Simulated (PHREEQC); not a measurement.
Buffer: an equilibrium model

A solution holds 0.008 mol NaHSO4 and 0.038 mol K2HPO4 per kg of water, at 25 °C. Closed to the air; pH follows from the charge balance.

The numbers come from PHREEQC with the ion-association model, wateq4f.dat.

```json
{
  "pH": "7.42",
  "ionic_strength": "0.116 mol/kgw",
  "total_alkalinity": "30.0 meq/kg"
}
```

```
species  molality  activity   log γ
-------  --------  --------  ------
K+         0.0734    0.0553  -0.123
HPO4-2     0.0284    0.0102  -0.446
H2PO4-    0.00800   0.00623  -0.108
Na+       0.00775   0.00600  -0.111
SO4-2     0.00672   0.00238  -0.451
KHPO4-    0.00141   0.00110  -0.108
```

This is a speciation only: nothing precipitates in the calculation. H3PO4, which wateq4f.dat lacks, is added to it with the constant of phreeqc.dat.
